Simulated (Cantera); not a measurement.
A Cantera script and what it prints.

```python
import numpy as np
import cantera as ct

gas_names = """
    CL CL2 H HCL H2 Si SiCL SiCL2 SiCL3 SiCL4 SiH SiHCL3 SiH2 SiH2CL2 SiH3 SiH3CL SiH4 Si2 Si3
""".split()
cond_names = """
    Si(cr) Si(L)
""".split()


# ... load() reads the species with a 1 bar reference pressure and builds the phases ...
atoms = {
    'Si': {'Si': 1},
    'HCl': {'H': 1, 'CL': 1},
}
top_T = {}  # K; cautious upper limits of use, not melting points


# ... equilibrate(T, P, feed) seeds the gas with the atoms and calls Mixture.equilibrate('TP', solver="vcs", rtol=1e-11, max_steps=5000) ...
results = []
feed = {'Si': 1, 'HCl': 1}  # mol
T = 1600  # K
P = 10  # Pa
mix = equilibrate(T, P, feed)
results.append((T, P, feed, dict(zip(mix.species_names, mix.species_moles))))
x = sorted(zip(gas.X, gas.species_names), reverse=True)
print(f"T = {T:g} K  P = {P:g} Pa  gas = {mix.phase_moles(0):.4g} mol")
print("   x: " + "  ".join(f"{s} {v:.3e}" for v, s in x if v > 1e-05))
print("   condensed (mol): " + ("  ".join(f"{mix.phase(i).name} {mix.phase_moles(i):.4g}"
      for i in range(1, mix.n_phases) if mix.phase_moles(i) > 1e-12) or "none"))
```

Output:

```
T = 1600 K  P = 10 Pa  gas = 1.003 mol
   x: H2 3.916e-01  SiCL2 3.893e-01  HCL 2.103e-01  H 3.402e-03  SiCL3 1.786e-03  CL 1.445e-03  SiCL 1.076e-03  Si 9.751e-04  SiCL4 2.018e-05  SiH 1.330e-05
   condensed (mol): Si(cr) 0.6056
```

Cantera equilibrium calculation (NASA polynomials, part measured and part estimated; ideal gas, pure solids and liquids). The tables' values for SiCl3, SiCl are old estimates; treat these amounts as uncertain.
